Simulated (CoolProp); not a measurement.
c-C4F8 (RC318) along the isobar 0.579 MPa: Z from the reference equation and from simpler models built on Tc = 388.4 K, pc = 2.778 MPa, ω = 0.355; each cubic takes its own stable root.

The numbers come from the reference Helmholtz-energy equation of state, Platzer 1990 in CoolProp. This equation is an older, rougher fit; its heat capacities, sound speeds and derivatives of the liquid may be far off and weren't checked against measurements.

```
T (K)   phase  reference
-----  ------  ---------
254.1  liquid    0.03297
289.2  liquid    0.03136
324.3     gas     0.8525
359.5     gas     0.9025
394.6     gas     0.9316
429.7     gas     0.9505
464.9     gas     0.9635
500       gas     0.9729
```

Question: How far does each simpler model (van der Waals, Redlich-Kwong, Soave-Redlich-Kwong) lie from the reference over these 8 states: mean and median of the absolute difference, and the worst?

Answer: 
- van der Waals: mean 338.3 %, median 1.3 %, worst +2634.7 % at 289.2 K and 0.579 MPa
- Redlich-Kwong: mean 3.6 %, median 0.6 %, worst +13.3 % at 289.2 K and 0.579 MPa
- Soave-Redlich-Kwong: mean 1.6 %, median 0.2 %, worst +6.5 % at 289.2 K and 0.579 MPa

At some of these states van der Waals gives the other phase, because its saturation line lies elsewhere.
